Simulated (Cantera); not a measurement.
Feed: 1 mol SiH2Cl2, 0.49 mol NH3.

Cantera equilibrium calculation (NASA polynomials, part measured and part estimated; ideal gas, pure solids and liquids). Candidate condensed phases: NH4Cl, Si, Si3N4; 28 gas species. Mutual solubility and eutectic melting of coexisting phases are not modelled. The tables' values for SiCl3 are old estimates. Equilibrium is a limit: real reactors are often held back by kinetics, nucleation or transport.

Question: What condenses at these points (T in K, P in Pa): (1198, 350); (1048, 350); (1048, 24000); (2023, 21); (1423, 24000); (1798, 5); (1198, 5)?

Answer: 
| T (K) | P in Pa | condensed phases | Si condensed (%) |
|---|---|---|---|
| 1198 | 350 | Si + Si3N4 | 46.0 |
| 1048 | 350 | Si + Si3N4 | 50.9 |
| 1048 | 24000 | Si + Si3N4 | 47.9 |
| 2023 | 21 | gas only | 0.0 |
| 1423 | 24000 | Si + Si3N4 | 41.9 |
| 1798 | 5 | Si | 7.2 |
| 1198 | 5 | Si3N4 | 36.5 |
